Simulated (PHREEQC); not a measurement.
A solution holds 0.39 mol/kgw Na2SO4, at 25 °C. Closed to the air; pH follows from the charge balance.

Computed with PHREEQC (Pitzer model, pitzer.dat).

No solid was allowed to form.

Predict the activity of water, density, osmotic coefficient.

activity of water 0.985; density 1.044 g/cm³; osmotic coefficient 0.704.

Complexes and solids missing from the database can't appear.
